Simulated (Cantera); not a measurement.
Mixture: CH₄ : C₂H₆ : O₂ : N₂ = 1 : 0.035 : 2.5 : 9.39 (molar parts), equivalence ratio 0.85, at 0.640 bar, adiabatic and at constant pressure. Ignition delay is the time to a rise of 400 K.

Model: GRI-Mech 3.0 (53 species, 325 reactions), integrated in Cantera.

Q: Predict: delay at 1225 K; delay at 1325 K; delay at 1425 K; delay at 1525 K; delay at 1625 K; delay at 1725 K; delay at 1825 K; apparent activation energy between 1625 and 1825 K.

A: 
```json
{
  "delay at 1225 K": "17.2 ms",
  "delay at 1325 K": "4.71 ms",
  "delay at 1425 K": "1.43 ms",
  "delay at 1525 K": "0.512 ms",
  "delay at 1625 K": "0.221 ms",
  "delay at 1725 K": "0.113 ms",
  "delay at 1825 K": "67.1 µs",
  "apparent activation energy between 1625 and 1825 K": "150 kJ/mol"
}
```
